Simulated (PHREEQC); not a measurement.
## Buffer: speciation

Solution (25 °C): 0.0085 mol NaHCO3 and 0.0032 mol Na2HPO4 per kg of water. Closed to the air; pH follows from the charge balance.

Equilibrium calculation in PHREEQC: ion-association model, wateq4f.dat.

Each row changes one thing in this solution. No solid was allowed to form.

```csv
case,pH,ionic strength (mol/kgw),HCO3- (mol/kgw),HPO4-2 (mol/kgw),CO3-2 (mol/kgw),H2PO4- (mol/kgw),SI of Nahcolite (NaHCO3),SI of Natron (Na2CO3:10H2O)
as made,8.43,0.0180,0.00821,0.00303,0.000153,0.000122,-3.48,-6.50
NaHCO3 from 0.0085 to 0.00425 mol/kgw,8.57,0.0138,0.00410,0.00307,9.95e-5,9.47e-5,-3.92,-6.94
Na2HPO4 from 0.0032 to 0.0048 mol/kgw,8.48,0.0226,0.00818,0.00455,0.000175,0.000160,-3.41,-6.31
temperature from 25 to 35 °C,8.36,0.0179,0.00819,0.00301,0.000153,0.000136,-3.57,-6.88
Na2HPO4 from 0.0032 to 0.00032 mol/kgw,8.27,0.00949,0.00827,0.000297,9.66e-5,1.91e-5,-3.66,-7.04
```

H3PO4, which wateq4f.dat lacks, is added to it with the constant of phreeqc.dat.
